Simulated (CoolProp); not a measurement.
Values from CoolProp's reference Helmholtz-energy equation of state, Outcalt 1996. It is a modified Benedict-Webb-Rubin equation, recast in Helmholtz form.

### Question
For R152A, give the phase and the cv (kJ/(kg K)), Joule-Thomson coefficient (K/MPa), expansivity (1/kK) at 398.8 K and 5.94 bar.

### Answer
- 398.8 K and 5.94 bar: gas; cv 1.15, Joule-Thomson coefficient 10.8, expansivity 2.94
